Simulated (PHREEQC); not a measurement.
Solution A (6 mmol/kgw HF, 0.28 mmol/kgw NH4F and 9.2 mmol/kgw HCl) is mixed with solution B (88 mmol/kgw NaBr, 94 mmol/kgw KCl and 0.25 mmol/kgw NaCl) at 25 °C; shares are by mass of water, 1 kg in all. Oxygen alone is held at its pressure in air (log pO2 = -0.68). No CO2 enters from the air. Only these solids could form: Halite.

Model: ion-association model, wateq4f.dat, run in PHREEQC.

### Question
Predict pH at share of solution B = 0.8, 1.

### Answer
```
share of solution B    pH
-------------------  ----
0.8                  2.75
1                    6.98
```

Complexes and solids missing from the database can't appear.
